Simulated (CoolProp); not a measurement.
Ethylene along the isobar 6.73 MPa: fugacity coefficient from the reference equation and from simpler models built on Tc = 282.4 K, pc = 5.042 MPa, ω = 0.087; each cubic takes its own stable root.

Model: reference Helmholtz-energy equation of state, Smukala 2000, in CoolProp.

| T (K) | phase | reference | Redlich-Kwong | Soave-Redlich-Kwong |
|---|---|---|---|---|
| 207 | liquid | 0.09723 | ___ | 0.09891 |
| 220.2 | liquid | 0.1478 | 0.1594 | 0.1510 |
| 233.4 | liquid | ___ | 0.2261 | 0.2163 |
| 246.6 | liquid | 0.2867 | 0.3032 | 0.2937 |
| 259.9 | liquid | 0.3727 | 0.3886 | 0.3812 |
| 273.1 | liquid | 0.4646 | 0.4768 | 0.4734 |
| 286.3 | supercritical | 0.5577 | ___ | 0.5641 |
| 299.5 | supercritical | 0.6377 | 0.6349 | 0.6399 |
| 312.7 | supercritical | 0.6906 | 0.6854 | 0.6924 |
| 325.9 | supercritical | 0.7311 | 0.7245 | 0.7334 |
| 339.1 | supercritical | ___ | 0.7569 | 0.7675 |

Problem. Some entries are withheld; supply them.

Solution. 
- 207, Redlich-Kwong: 0.1051
- 233.4, reference: 0.2113
- 286.3, Redlich-Kwong: 0.5626
- 339.1, reference: 0.7645
